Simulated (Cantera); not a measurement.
## Silicon oxide and oxynitride deposition: SiH₄ + CO₂ + N₂

Feed: 1 mol SiH₄, a varied amount of CO₂, 14 mol N₂, equilibrated at 500 K and 1.00 bar.

Method: chemical equilibrium by Gibbs-energy minimisation in Cantera with the NASA 1993 tables (ideal gas, pure condensed phases). Candidate condensed phases: C, C₆H₆, C₇H₈, C₈H₁₈, H₂O, Si, SiC, SiO₂, Si₂N₂O, Si₃N₄; 151 gas species. Kinetics and transport are ignored.

From 1.6 mol CO₂ to 28 mol CO₂ the condensed part is C(graphite) + SiO₂(α-quartz).

```json
[
 {"n(CO₂) (mol)": "1.6", "x N₂": "0.896", "x CO₂": "0.00854", "x H₂O": "0.0597", "x CH₄": "0.0323", "x H₂": "0.00359", "x NH₃": "6.47e-5", "n C(graphite)": "0.962", "n SiO₂(α-quartz)": "1.00"},
 {"n(CO₂) (mol)": "5.3", "x N₂": "0.725", "x CO₂": "0.175", "x H₂O": "0.0944", "x CH₄": "0.00393", "x H₂": "0.00125", "x NH₃": "1.20e-5", "n C(graphite)": "1.84", "n SiO₂(α-quartz)": "1.00"},
 {"n(CO₂) (mol)": "9.1", "x N₂": "0.606", "x CO₂": "0.309", "x H₂O": "0.0823", "x CH₄": "0.00170", "x H₂": "0.000823", "x NH₃": "5.84e-6", "n C(graphite)": "1.91", "n SiO₂(α-quartz)": "1.00"},
 {"n(CO₂) (mol)": "13", "x N₂": "0.518", "x CO₂": "0.409", "x H₂O": "0.0715", "x CH₄": "0.000968", "x H₂": "0.000622", "x NH₃": "3.55e-6", "n C(graphite)": "1.94", "n SiO₂(α-quartz)": "1.00"},
 {"n(CO₂) (mol)": "17", "x N₂": "0.451", "x CO₂": "0.485", "x H₂O": "0.0627", "x CH₄": "0.000628", "x H₂": "0.000501", "x NH₃": "2.39e-6", "n C(graphite)": "1.95", "n SiO₂(α-quartz)": "1.00"},
 {"n(CO₂) (mol)": "20", "x N₂": "0.412", "x CO₂": "0.530", "x H₂O": "0.0574", "x CH₄": "0.000481", "x H₂": "0.000439", "x NH₃": "1.87e-6", "n C(graphite)": "1.96", "n SiO₂(α-quartz)": "1.00"},
 {"n(CO₂) (mol)": "24", "x N₂": "0.368", "x CO₂": "0.579", "x H₂O": "0.0515", "x CH₄": "0.000355", "x H₂": "0.000377", "x NH₃": "1.41e-6", "n C(graphite)": "1.97", "n SiO₂(α-quartz)": "1.00"},
 {"n(CO₂) (mol)": "28", "x N₂": "0.333", "x CO₂": "0.619", "x H₂O": "0.0467", "x CH₄": "0.000273", "x H₂": "0.000330", "x NH₃": "1.10e-6", "n C(graphite)": "1.97", "n SiO₂(α-quartz)": "1.00"}
]
```
x: gas mole fraction; n: condensed amount in mol.
